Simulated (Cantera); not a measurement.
A closed system holds: 1 mol B2O3, 0.21 mol N2, 15 mol H2, 0.31 mol H2O, at 1673.15 K and 0.00370 bar.

Cantera equilibrium calculation (NASA polynomials, part measured and part estimated; ideal gas, pure solids and liquids). Candidate condensed phases: B, BN, B2O3, B3O3H3, H2O; 39 gas species. Equilibrium is a limit: real reactors are often held back by kinetics, nucleation or transport.

Question: What is the equilibrium state?

Answer: 
| Item | Result |
|---|---|
| x(H2) | 0.891 |
| x(HBO2) | 0.0461 |
| x(B2O3) | 0.0290 |
| x(HBO) | 0.0141 |
| x(N2) | 0.0127 |
| x(H2O) | 0.00415 |
| x(H) | 0.00177 |
| x(B2O2) | 0.00110 |
| x(BO) | 0.000580 |
| gas amount | 16.54 mol |
| log10 activity of B(s) (absent) | -3.28 |
| log10 activity of B3O3H3(s) (absent) | -13.82 |
